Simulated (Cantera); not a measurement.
A Cantera script and what it prints.

```python
import numpy as np
import cantera as ct

gas_names = [...]  # 114 gases of nasa_gas.yaml made of C, Fe, H, O
cond_names = """
    C(gr) C6H6(L) C7H8(L) C8H18(L),n-octa Fe(a) Fe(c) Fe(d) Fe(L) FeC5O5(L) FeO(s) FeO(L) Fe(OH)2(s)
    Fe(OH)3(s) Fe2O3(s) Fe3O4(s) H2O(s) H2O(L)
""".split()


# ... load() reads the species with a 1 bar reference pressure and builds the phases ...
atoms = {
    'Fe2O3': {'Fe': 2, 'O': 3},
    'C': {'C': 1},
    'H2': {'H': 2},
}
top_T = {'C(gr)': 4500, 'Fe2O3(s)': 1830, 'Fe3O4(s)': 1870}  # K; cautious upper limits of use, not melting points


# ... equilibrate(T, P, feed) seeds the gas with the atoms and calls Mixture.equilibrate('TP', solver="gibbs", rtol=1e-10, max_steps=50000) ...
results = []
feed = {'Fe2O3': 1, 'C': 1.2, 'H2': 0.84}  # mol
P = 12000  # Pa
for T in [1723, 1798, 1873, 1948, 2023, 2098, 2173, 2248, 2323, 2398, 2473]:
    mix = equilibrate(T, P, feed)
    results.append((T, P, feed, dict(zip(mix.species_names, mix.species_moles))))
    x = sorted(zip(gas.X, gas.species_names), reverse=True)
    print(f"T = {T:g} K  P = {P:g} Pa  gas = {mix.phase_moles(0):.4g} mol")
    print("   x: " + "  ".join(f"{s} {v:.3e}" for v, s in x if v > 0.001))
    print("   condensed (mol): " + ("  ".join(f"{mix.phase(i).name} {mix.phase_moles(i):.4g}"
          for i in range(1, mix.n_phases) if mix.phase_moles(i) > 1e-12) or "none"))
```

It prints:

```
T = 1723 K  P = 12000 Pa  gas = 2.04 mol
   x: CO 5.192e-01  H2 2.807e-01  H2O 1.308e-01  CO2 6.889e-02
   condensed (mol): Fe(d) 0.6073  FeO(L) 1.393
T = 1798 K  P = 12000 Pa  gas = 2.041 mol
   x: CO 5.252e-01  H2 2.825e-01  H2O 1.287e-01  CO2 6.277e-02
   condensed (mol): Fe(d) 0.5904  FeO(L) 1.409
T = 1873 K  P = 12000 Pa  gas = 2.042 mol
   x: CO 5.284e-01  H2 2.814e-01  H2O 1.294e-01  CO2 5.918e-02
   condensed (mol): Fe(L) 0.5839  FeO(L) 1.415
T = 1948 K  P = 12000 Pa  gas = 2.045 mol
   x: CO 5.304e-01  H2 2.796e-01  H2O 1.302e-01  CO2 5.627e-02  H 1.725e-03  Fe 1.667e-03
   condensed (mol): Fe(L) 0.5782  FeO(L) 1.418
T = 2023 K  P = 12000 Pa  gas = 2.051 mol
   x: CO 5.314e-01  H2 2.773e-01  H2O 1.306e-01  CO2 5.362e-02  Fe 3.922e-03  H 2.887e-03
   condensed (mol): Fe(L) 0.5703  FeO(L) 1.422
T = 2098 K  P = 12000 Pa  gas = 2.063 mol
   x: CO 5.305e-01  H2 2.742e-01  H2O 1.304e-01  CO2 5.112e-02  Fe 8.648e-03  H 4.652e-03
   condensed (mol): Fe(L) 0.5573  FeO(L) 1.424
T = 2173 K  P = 12000 Pa  gas = 2.086 mol
   x: CO 5.266e-01  H2 2.695e-01  H2O 1.292e-01  CO2 4.862e-02  Fe 1.800e-02  H 7.232e-03
   condensed (mol): Fe(L) 0.5346  FeO(L) 1.427
T = 2248 K  P = 12000 Pa  gas = 2.129 mol
   x: CO 5.176e-01  H2 2.620e-01  H2O 1.265e-01  CO2 4.594e-02  Fe 3.555e-02  H 1.086e-02
   condensed (mol): Fe(L) 0.4935  FeO(L) 1.429
T = 2323 K  P = 12000 Pa  gas = 2.21 mol
   x: CO 5.002e-01  H2 2.500e-01  H2O 1.214e-01  Fe 6.702e-02  CO2 4.280e-02  H 1.572e-02  OH 1.270e-03  FeO 1.261e-03
   condensed (mol): Fe(L) 0.4182  FeO(L) 1.431
T = 2398 K  P = 12000 Pa  gas = 2.36 mol
   x: CO 4.696e-01  H2 2.310e-01  Fe 1.211e-01  H2O 1.128e-01  CO2 3.883e-02  H 2.186e-02  FeO 2.602e-03  OH 1.957e-03
   condensed (mol): Fe(L) 0.2775  FeO(L) 1.43
T = 2473 K  P = 12000 Pa  gas = 2.656 mol
   x: CO 4.183e-01  Fe 2.106e-01  H2 2.014e-01  H2O 9.880e-02  CO2 3.352e-02  H 2.889e-02  FeO 5.120e-03  OH 2.846e-03
   condensed (mol): Fe(L) 0.00131  FeO(L) 1.425
```

Method: chemical equilibrium by Gibbs-energy minimisation in Cantera with the NASA 1993 tables (ideal gas, pure condensed phases). Each liquid is taken as pure. Mutual solubility and eutectic melting of coexisting phases are not modelled. The tables' stoichiometric FeO is somewhat more stable than real wüstite, so its field is too wide. FeO: taken at fixed stoichiometry.
